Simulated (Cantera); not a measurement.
Feed: 1 mol Si, 1.8 mol HCl, 7.7 mol H2, equilibrated at 698.15 K and 0.133 bar.

Method: chemical equilibrium by Gibbs-energy minimisation in Cantera with the NASA 1993 tables (ideal gas, pure condensed phases). Candidate condensed phases: Si; 19 gas species. Kinetics and transport are ignored.

Base state: H2 0.945, SiCl4 0.0360, SiHCl3 0.0181, SiH2Cl2 0.000593, HCl 0.000373 (mole fractions); condensed: Si(s).

Task: What changes in the equilibrium state with this change: temperature from 698.15 K to 1475 K?

Result: 
```json
[
 {"species": "H2", "before": "0.945", "after": "0.860"},
 {"species": "HCl", "before": "0.000373", "after": "0.0980"},
 {"species": "SiCl2", "before": "1.04e-7", "after": "0.0351"},
 {"species": "SiCl4", "before": "0.0360", "after": "0.00153"},
 {"species": "SiHCl3", "before": "0.0181", "after": "0.00127"},
 {"species": "H", "before": "<1e-9", "after": "3.29e-5"},
 {"species": "SiCl3", "before": "3.34e-6", "after": "0.00397"},
 {"species": "SiH2Cl2", "before": "0.000593", "after": "0.000166"},
 {"species": "Si(s), mol", "before": "0.507", "after": "0.602"}
]
```
The tables' values for SiCl3 are old estimates; treat these amounts as uncertain.
